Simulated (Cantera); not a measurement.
Charge: 1 mol CaF₂, 4.4 mol H₂, held at 1600 K.

Method: chemical equilibrium by Gibbs-energy minimisation in Cantera with the NASA 1993 tables (ideal gas, pure condensed phases). Candidate condensed phases: Ca, CaF₂; 15 gas species. Kinetics and transport are ignored.

Q: At 1.00e-6 bar, list the 4 most abundant gas species with their mole fractions, and the condensed phases.

A: H₂ 0.702, CaF₂ 0.121, HF 0.0784, H 0.0456. Condensed: gas only.
